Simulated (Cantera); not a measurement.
An isothermal, constant-pressure homogeneous reactor starts with H₂ : O₂ = 0.018 : 1 (molar parts), at 975 K and 10.00 Torr.

Detailed kinetics in Cantera: GRI-Mech 3.0 (53 species, 325 reactions). Radical loss at walls, strong at low pressure, is not modelled.

x: mole fraction; the columns are a selection and need not sum to one.

```tsv
t (s)	x H₂	x O₂	x OH	x O	x H	x H₂O
4.00e-5	0.0177	0.982	<1e-12	<1e-12	2.96e-12	<1e-12
0.000137	0.0177	0.982	3.44e-12	3.84e-12	8.12e-12	<1e-12
0.000468	0.0177	0.982	2.31e-11	3.22e-11	2.12e-11	1.50e-11
0.00160	0.0177	0.982	1.99e-10	3.77e-10	1.23e-10	3.74e-10
0.00548	0.0177	0.982	3.54e-8	7.21e-8	2.06e-8	9.40e-8
0.0187	0.00232	0.973	0.00127	0.00718	0.00297	0.0133
0.0641	…	0.979	…	…	…	0.0175
0.219	8.48e-6	0.982	0.000109	0.000462	1.56e-5	0.0178
0.750	8.16e-7	0.982	3.55e-5	4.94e-5	5.45e-7	0.0178
2.56	7.94e-8	0.982	1.20e-5	5.54e-6	2.07e-8	0.0178
8.77	1.01e-8	0.982	4.64e-6	8.16e-7	1.17e-9	0.0178
30.0	1.78e-9	0.982	2.04e-6	1.58e-7	1.00e-10	0.0178
```

Task: Complete the blanks.

Result: 
- 0.0641, x H₂: 6.16e-5
- 0.0641, x OH: 0.000296
- 0.0641, x O: 0.00300
- 0.0641, x H: 0.000277
